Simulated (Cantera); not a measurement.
What does this Cantera script print?

```python
import numpy as np
import cantera as ct

gas_names = [...]  # 109 gases of nasa_gas.yaml made of C, Cl, H, Si
cond_names = """
    C(gr) C6H6(L) C7H8(L) C8H18(L),n-octa Si(cr) Si(L) SiC(b)
""".split()


# ... load() reads the species with a 1 bar reference pressure and builds the phases ...
atoms = {
    'SiCl4': {'Si': 1, 'CL': 4},
    'C3H8': {'C': 3, 'H': 8},
    'H2': {'H': 2},
}
top_T = {'C(gr)': 4500, 'SiC(b)': 3050}  # K; cautious upper limits of use, not melting points


# ... equilibrate(T, P, feed) seeds the gas with the atoms and calls Mixture.equilibrate('TP', solver="vcs", rtol=1e-11, max_steps=5000) ...
results = []
feed = {'SiCl4': 1, 'C3H8': 0.021, 'H2': 47}  # mol
P = 760  # Pa
for T in [1600, 1700, 1800, 1900, 2000, 2100, 2200, 2300, 2400, 2500, 2600]:
    mix = equilibrate(T, P, feed)
    results.append((T, P, feed, dict(zip(mix.species_names, mix.species_moles))))

top = {s: max(r[3][s] / sum(r[3][g] for g in gas_names) for r in results) for s in gas_names}
cols = sorted((s for s in top if top[s] > 1e-05), key=lambda s: -top[s])[:6]
seen = [c for c in cond_names if any(r[3].get(c, 0) > 1e-12 for r in results)]
print("log10 of partial pressures in bar; condensed amounts in mol")
print(f"{'T/K':>10s}" + "".join(f"{s[:9]:>10s}" for s in cols + seen))
for T, P, feed, n in results:
    ng = sum(n[g] for g in gas_names)
    print(f"{T:10.4g}" + "".join(f"{np.log10(max(n[s] / ng * P / 1e5, 1e-99)):10.3f}" for s in cols)
          + "".join(f"{n.get(c, 0):10.4g}" for c in seen))
```

It prints:

```
log10 of partial pressures in bar; condensed amounts in mol
       T/K        H2         H       HCL        CL        Si     SiCL2    Si(cr)     Si(L)    SiC(b)
      1600    -2.151    -5.340    -3.363    -6.654    -7.011    -4.038    0.3386         0   0.06299
      1700    -2.151    -4.907    -3.367    -6.233    -6.168    -4.029         0    0.3205   0.06297
      1800    -2.153    -4.522    -3.354    -5.840    -5.498    -4.066         0     0.345   0.06277
      1900    -2.156    -4.178    -3.346    -5.491    -4.899    -4.104         0    0.3086    0.0615
      2000    -2.162    -3.870    -3.344    -5.180    -4.361    -4.146         0   0.09957   0.05488
      2100    -2.174    -3.593    -3.311    -4.864    -4.105    -4.347         0         0   0.03814
      2200    -2.189    -3.344    -3.290    -4.583    -3.989    -4.662         0         0         0
      2300    -2.211    -3.120    -3.296    -4.347    -3.928    -5.033         0         0         0
      2400    -2.243    -2.920    -3.324    -4.148    -3.906    -5.445         0         0         0
      2500    -2.289    -2.744    -3.376    -3.981    -3.908    -5.879         0         0         0
      2600    -2.354    -2.593    -3.452    -3.845    -3.925    -6.328         0         0         0
```

These are equilibrium values from Cantera (NASA tables, ideal gas, pure condensed phases), not measurements of a reactor. Mutual solubility and eutectic melting of coexisting phases are not modelled. The tables' values for SiCl, SiCl3 are old estimates; treat these amounts as uncertain. Gases not in the tables: Si2H6 and higher silanes.
